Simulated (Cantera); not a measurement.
A perfectly stirred reactor is fed with H₂ : O₂ : N₂ = 0.49 : 1 : 0.95 (molar parts), equivalence ratio 0.24, at 0.990 bar; it is held at 1325 K, and followed from long to short residence time.

Model: the H2/O2 subset of GRI-Mech 3.0, which has no nitrogen chemistry, integrated in Cantera. The temperature is held fixed by assumption; the heat of reaction is taken as removed at once.

### Question
What does this change do: temperature 1325 to 1100 K?

### Answer
```json
[
 {"quantity": "x(H₂) at τ = 2.30 s", "before": "2.95e-5", "after": "0.000985"},
 {"quantity": "x(O₂) at τ = 2.30 s", "before": "0.344", "after": "0.344"},
 {"quantity": "x(H₂O) at τ = 2.30 s", "before": "0.223", "after": "0.222"},
 {"quantity": "x(H₂O₂) at τ = 2.30 s", "before": "1.74e-7", "after": "6.95e-6"},
 {"quantity": "x(HO₂) at τ = 2.30 s", "before": "1.61e-6", "after": "2.42e-5"},
 {"quantity": "x(H₂) at τ = 45.0 ms", "before": "0.000409", "after": "0.0115"},
 {"quantity": "x(O₂) at τ = 45.0 ms", "before": "0.344", "after": "0.348"},
 {"quantity": "x(H₂O) at τ = 45.0 ms", "before": "0.222", "after": "0.210"},
 {"quantity": "x(H₂O₂) at τ = 45.0 ms", "before": "1.16e-6", "after": "0.000169"},
 {"quantity": "x(HO₂) at τ = 45.0 ms", "before": "1.95e-5", "after": "0.000151"}
]
```

### Question
What does this change do: O2 1 to 0.11 parts?

### Answer
```tsv
quantity	before	after
x(H₂) at τ = 2.30 s	2.95e-5	0.187
x(O₂) at τ = 2.30 s	0.344	2.40e-5
x(H₂O) at τ = 2.30 s	0.223	0.153
x(H₂O₂) at τ = 2.30 s	1.74e-7	1.44e-9
x(HO₂) at τ = 2.30 s	1.61e-6	2.30e-8
x(H₂) at τ = 45.0 ms	0.000409	0.186
x(O₂) at τ = 45.0 ms	0.344	0.000174
x(H₂O) at τ = 45.0 ms	0.222	0.152
x(H₂O₂) at τ = 45.0 ms	1.16e-6	6.99e-9
x(HO₂) at τ = 45.0 ms	1.95e-5	1.68e-7
```
